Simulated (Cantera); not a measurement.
**Equilibrium for chemical vapour transport: TiO2 + Cl2 + O2**

Charge: 1 mol TiO2, 0.013 mol Cl2, 0.029 mol O2, held at 1223 K and 0.450 bar.

Method: chemical equilibrium by Gibbs-energy minimisation in Cantera with the NASA 1993 tables (ideal gas, pure condensed phases). Candidate condensed phases: Ti, TiCl2, TiCl3, TiCl4, TiO, TiO2, Ti2O3, Ti3O5, Ti4O7; 15 gas species. Equilibrium is a limit: real reactors are often held back by kinetics, nucleation or transport.

```yaml
x(O2): 0.689
x(Cl2): 0.306
x(Cl): 0.00493
x(ClO): 0.000103
x(TiCl4): 3.58e-6
n(TiO2(rutile)): 1.00 mol
gas_amount: 0.04210 mol
log10 activity of TiCl4(l) (absent): -7.85
log10 activity of Ti4O7(s) (absent): -10.30
log10 activity of Ti3O5(s) (absent): -10.49
```
